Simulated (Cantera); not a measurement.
A closed system holds: 1 mol CaO, 2.5 mol O₂, held at 1800 K and 1.10 bar.

These are equilibrium values from Cantera (NASA tables, ideal gas, pure condensed phases), not measurements of a reactor. Candidate condensed phases: Ca, CaO; 6 gas species. The numbers say what is thermodynamically allowed, not how fast it happens.

Task: What is the equilibrium state?

Result: 
```json
{
  "x(O₂)": "1.000",
  "x(O)": "0.000116",
  "n(CaO(s))": "1.00 mol",
  "gas_amount": "2.500 mol",
  "log10 activity of Ca(l) (absent)": "-12.85"
}
```
